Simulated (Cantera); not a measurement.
## Adiabatic ignition

An adiabatic, constant-volume homogeneous reactor starts with 13.7 % H₂, 18.1 % O₂, 67.8 % N₂, 0.411 % NO, at 1575 K and 1.00 bar.

Computed with Cantera and GRI-Mech 3.0 (53 species, 325 reactions).

| t (s) | T (K) | P (bar) | x H₂ | x O₂ | x NO | x N₂ | x H₂O | x OH |
|---|---|---|---|---|---|---|---|---|
| 2.00e-6 | 1575 | 1.000 | 0.137 | 0.181 | 0.00411 | 0.678 | 1.79e-6 | 5.69e-7 |
| 7.02e-6 | 1576 | 1.00 | 0.136 | 0.180 | 0.00411 | 0.678 | 0.000902 | 0.000204 |
| 2.47e-5 | 2010 | 1.24 | 0.0126 | 0.108 | 0.00423 | 0.695 | 0.105 | 0.0208 |
| 8.66e-5 | 2477 | 1.49 | 0.00510 | 0.112 | 0.00448 | 0.716 | 0.127 | 0.0205 |
| 0.000304 | 2582 | 1.54 | 0.00281 | 0.114 | 0.00508 | 0.721 | 0.134 | 0.0165 |
| 0.00107 | 2579 | 1.54 | 0.00278 | 0.113 | 0.00688 | 0.720 | 0.134 | 0.0164 |
| 0.00375 | 2571 | 1.53 | 0.00272 | 0.111 | 0.0114 | 0.718 | 0.134 | 0.0159 |
| 0.0132 | 2561 | 1.53 | 0.00264 | 0.109 | 0.0167 | 0.715 | 0.135 | 0.0155 |
| 0.0462 | 2560 | 1.53 | 0.00263 | 0.108 | 0.0175 | 0.715 | 0.135 | 0.0154 |
| 0.162 | 2560 | 1.53 | 0.00263 | 0.108 | 0.0175 | 0.715 | 0.135 | 0.0154 |
| 0.570 | 2560 | 1.53 | 0.00263 | 0.108 | 0.0175 | 0.715 | 0.135 | 0.0154 |
| 2.00 | 2560 | 1.53 | 0.00263 | 0.108 | 0.0175 | 0.715 | 0.135 | 0.0154 |
x: mole fraction; the columns are a selection and need not sum to one.

```yaml
time_of_steepest_temperature_rise: 12.3 µs
temperature at 2.00 s: 2560 K
equilibrium_temperature: 2560 K
x(H₂) at 2.00 s: 0.00263 (gas-phase equilibrium 0.00263)
x(O₂) at 2.00 s: 0.108 (gas-phase equilibrium 0.108)
x(NO) at 2.00 s: 0.0175 (gas-phase equilibrium 0.0175)
```
